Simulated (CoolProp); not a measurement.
Values from CoolProp's reference Helmholtz-energy equation of state, Tillner-Roth 1997.

Question: For CH2F2 (R32), give the phase and the cv (kJ/(kg K)), viscosity (µPa s), conductivity (mW/(m K)) at 301.1 K and 0.101 MPa; 368.1 K and 0.101 MPa; 381.4 K and 0.101 MPa.

Answer: 
- 301.1 K and 0.101 MPa: gas; cv 0.681, viscosity 13.5, conductivity 13.8
- 368.1 K and 0.101 MPa: gas; cv 0.779, viscosity 16.4, conductivity 19.6
- 381.4 K and 0.101 MPa: gas; cv 0.800, viscosity 17.0, conductivity 20.9

Viscosity comes from a separate model (Bell 2016), an estimate that may be off by 10 % or more. Thermal conductivity comes from a separate model (Huber 2003), an estimate that may be off by 10 % or more.
